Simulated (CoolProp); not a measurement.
Vapour-liquid equilibrium of hydrogen sulfide (1) + n-hexane (2) at -6.55 °C; x and y are mole fractions of (1).

Values from CoolProp's multi-fluid Helmholtz-energy mixture model, Lemmon 2006 and Thol 2019; pair parameters Kunz 2012.

| x | bubble pressure (kPa) | y at the bubble point | dew pressure at overall composition x (kPa) | liquid density (mol/L) |
|---|---|---|---|---|
| 0.05 | 91.71 | 0.954 | 4.433 | ___ |
| 0.2 | 323.2 | 0.988 | 5.267 | 8.323 |
| 0.35 | 465.8 | 0.992 | 6.484 | 9.271 |
| 0.5 | 551.5 | 0.994 | 8.430 | ___ |
| 0.65 | 622.5 | 0.995 | 12.04 | 13.25 |
| 0.8 | 702.7 | 0.997 | 21.04 | 16.92 |
| 0.95 | ___ | ___ | 83.60 | 22.47 |

**Question.** Some entries are withheld; supply them.

**Answer.** 
- 0.05, liquid density (mol/L): 7.922
- 0.5, liquid density (mol/L): 10.84
- 0.95, bubble pressure (kPa): 804.7
- 0.95, y at the bubble point: 0.999

No azeotrope shows between x = 0.05 and 0.95.

The pair parameters rest on a limited set of measurements; away from them the model extrapolates. With so large a gap from Raoult's law the liquid may split in two, which this calculation doesn't test in full.
